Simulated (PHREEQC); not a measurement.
Dissolve 0.16 mol/kgw NaH2PO4 and 0.00023 mol/kgw NaOH at 20 °C. Closed to the air; pH follows from the charge balance.

Equilibrium calculation in PHREEQC: ion-association model, wateq4f.dat.

Each row changes one thing in this solution. Precipitation was switched off in this run.

```
case                                                pH  ionic strength (mol/kgw)  HPO4-2 (mol/kgw)  H3PO4 (mol/kgw)  NaHPO4- (mol/kgw)  PO4-3 (mol/kgw)
------------------------------------------------  ----  ------------------------  ----------------  ---------------  -----------------  ---------------
as made                                           4.50                     0.161          0.000709         0.000512            7.14e-5         3.73e-11
diluted 2-fold with water                         4.57                    0.0805          0.000356         0.000231            2.24e-5         1.68e-11
NaH2PO4 replaced by Na2HPO4 at the same molality  9.24                     0.443             0.140         2.13e-11             0.0190         0.000639
temperature from 20 to 90 °C                      4.51                     0.161           0.00113         0.000959            9.66e-5         2.39e-10
NaOH left out                                     4.42                     0.161          0.000596         0.000609            5.99e-5         2.63e-11
```

Complexes and solids missing from the database can't appear. H3PO4, which wateq4f.dat lacks, is added to it with the constant of phreeqc.dat. Away from 25 °C the constants follow the database's enthalpies or fits; those with neither stay at their 25 °C values.
